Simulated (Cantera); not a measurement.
A Cantera script and what it prints.

```python
import numpy as np
import cantera as ct

gas_names = """
    CL CL2 H HCL H2 K KCL KH K2 K2CL2 N NH NH2 NH3 N2 N2H2 N2H4
""".split()
cond_names = """
    K(cr) K(L) KCL(s) KCL(L) NH4CL(a) NH4CL(b)
""".split()


# ... load() reads the species with a 1 bar reference pressure and builds the phases ...
atoms = {
    'KCl': {'K': 1, 'CL': 1},
    'HCl': {'H': 1, 'CL': 1},
    'N2': {'N': 2},
}
top_T = {}  # K; cautious upper limits of use, not melting points


# ... equilibrate(T, P, feed) seeds the gas with the atoms and calls Mixture.equilibrate('TP', solver="vcs", rtol=1e-11, max_steps=5000) ...
results = []
feed = {'KCl': 1, 'HCl': 0.019, 'N2': 20}  # mol
T = 1200  # K
P = 6.9  # Pa
mix = equilibrate(T, P, feed)
results.append((T, P, feed, dict(zip(mix.species_names, mix.species_moles))))
print(gas.report(threshold=1e-06))
for i in range(1, mix.n_phases):
    print(f"{mix.phase(i).name:16s} {mix.phase_moles(i):12.5e} mol")
```

Result:

```
       temperature   1200 K
          pressure   6.9 Pa
           density   2.091e-05 kg/m^3
  mean mol. weight   30.236 kg/kmol
   phase of matter   gas

                          1 kg             1 kmol
                     ---------------   ---------------
          enthalpy        5.9803e+05        1.8082e+07  J
   internal energy        2.6804e+05        8.1045e+06  J
           entropy             10526        3.1825e+05  J/K
    Gibbs function       -1.2033e+07       -3.6382e+08  J
 heat capacity c_p            1119.7             33856  J/K
 heat capacity c_v            844.76             25542  J/K

                      mass frac. Y      mole frac. X     chem. pot. / RT
                     ---------------   ---------------   ---------------
                CL        1.0839e-05         9.245e-06           -30.615
               HCL         0.0010803        0.00089593           -50.611
                H2        2.6578e-07        3.9862e-06           -39.992
                 K        1.5849e-06        1.2257e-06            -35.16
               KCL           0.11724           0.04755           -65.775
             K2CL2        6.1474e-05        1.2466e-05           -131.55
                N2           0.88161           0.95153           -34.985
     [  +10 minor]        2.2005e-09        4.7696e-08

K(L)              0.00000e+00 mol
KCL(L)            0.00000e+00 mol
```

Equilibrium computed with Cantera from the NASA thermochemical tables; the gas is ideal and each condensed phase is pure.
